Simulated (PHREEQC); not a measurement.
Dissolve 0.017 mol CaCl2, 0.00079 mol Mg(NO3)2 and 0.00057 mol Al(NO3)3 per kg of water at 25 °C. Closed to the air; pH follows from the charge balance.

Computed with PHREEQC (ion-association model, phreeqc.dat).

This is a speciation only: nothing precipitates in the calculation.

### Question
Estimate the pH, density.

### Answer
pH 4.30; density 0.999 g/cm³.

### Question
In which forms is Al present?

### Answer
Al+3 90 %, AlOH+2 8.9 %, Al(OH)2+ 0.8 % of the Al.

Saturation is exceeded, for instance for Gibbsite (slow to form); the values hold only as long as no solid forms.
